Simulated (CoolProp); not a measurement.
Saturation properties of n-perfluorohexane (Tc = 448.0 K, pc = 1.742 MPa, ω = 0.497).

Model: reference Helmholtz-energy equation of state, Gao 2022, in CoolProp.

| T (K) | p (MPa) | liquid density (kg/m³) | vapour density (kg/m³) | enthalpy of vaporisation (kJ/kg) | liquid cp (kJ/(kg K)) |
|---|---|---|---|---|---|
| 310.6 | 0.04935 | 1639 | 6.706 | 89.87 | 1.066 |
| 317 | 0.06313 | 1620 | 8.470 | 88.16 | 1.077 |
| 323.3 | 0.07950 | 1600 | 10.55 | 86.44 | 1.087 |
| 329.6 | 0.09903 | 1581 | 13.02 | 84.67 | 1.097 |
| 335.9 | 0.1221 | 1560 | 15.92 | 82.85 | 1.107 |
| 342.2 | 0.1492 | 1539 | 19.33 | 80.98 | 1.118 |
| 348.6 | 0.1812 | 1518 | 23.37 | 79.02 | 1.129 |
| 354.9 | 0.2176 | 1495 | 28.00 | 77.02 | 1.140 |

It boils at 330.3 K under 1 atm.
